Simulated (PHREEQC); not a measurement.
A PHREEQC speciation (ion-association model, phreeqc.dat) at 25 °C gives pH 1.48 and these molalities:

| species | mol/kgw |
|---|---|
| H+ | 0.0389 |
| HSO4- | 0.0190 |
| SO4-2 | 0.0105 |
| Fe+2 | 0.000435 |
| FeSO4 | 0.000177 |
| Mg+2 | 9.10e-5 |
| MgSO4 | 4.90e-5 |
| FeHSO4+ | 4.77e-5 |

Problem. What are the element totals, and what could have been dissolved in 1 kg of water to give them?

Solution. Several could match; the one computed here: totals Fe(2) 0.000660, Mg 0.000140, S(6) 0.0298 mol/kgw, from 0.029 mol H2SO4, 0.00066 mol FeSO4 and 0.00014 mol MgSO4 per kg of water.

This is a speciation only: nothing precipitates in the calculation.
